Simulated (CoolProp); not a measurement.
Vapour-liquid equilibrium of n-butane (1) + n-decane (2) at 2.12 bar; x and y are mole fractions of (1).

Model: multi-fluid Helmholtz-energy mixture model, Bücker 2006 and Lemmon 2006; pair parameters Kunz 2012, in CoolProp.

```
x      bubble temperature (°C)  y at the bubble point  dew temperature at overall composition x (°C)  liquid density (mol/L)
-----  -----------------------  ---------------------  ---------------------------------------------  ----------------------
0.05                     159.7                  0.668                                          203.1                   4.442
0.125                    109.9                  0.935                                          199.2                   4.939
0.2                       83.6                  0.979                                          195.1                   5.312
0.275                     67.9                  0.990                                          190.7                   5.642
0.35                      57.4                  0.995                                          186.0                   5.961
0.425                     49.6                  0.997                                          180.9                   6.286
0.5                       43.6                  0.998                                          175.2                   6.625
0.575                     38.8                  0.999                                          168.9                   6.987
0.65                      34.7                  0.999                                          161.7                   7.380
0.725                     31.1                  0.999                                          153.1                   7.811
0.8                       28.0                  1.000                                          142.4                   8.293
0.875                     25.1                  1.000                                          127.9                   8.839
0.95                      22.4                  1.000                                          103.1                   9.466
```

No azeotrope shows between x = 0.05 and 0.95.

The pair parameters rest on a limited set of measurements; away from them the model extrapolates. The gap from Raoult's law changes sign with composition, which may be real or a fault of the pair parameters; it wasn't checked against measurements.
